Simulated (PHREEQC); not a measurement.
**Buffer: speciation**

A solution holds 0.002 mol NaHCO3, 0.013 mol NH3 and 0.18 mol KCl per kg of water, at 20 °C. Closed to the air; pH follows from the charge balance.

Equilibrium calculation in PHREEQC: ion-association model, phreeqc.dat.

Precipitation was switched off in this run.

Task: Predict the pH, activity of water, specific conductance.

Result: pH 10.41; activity of water 0.994; specific conductance 19400 µS/cm.

Task: In which forms is C present?

Result: CO3-2 71 %, HCO3- 28 %, NaCO3- 0.7 % of the C.
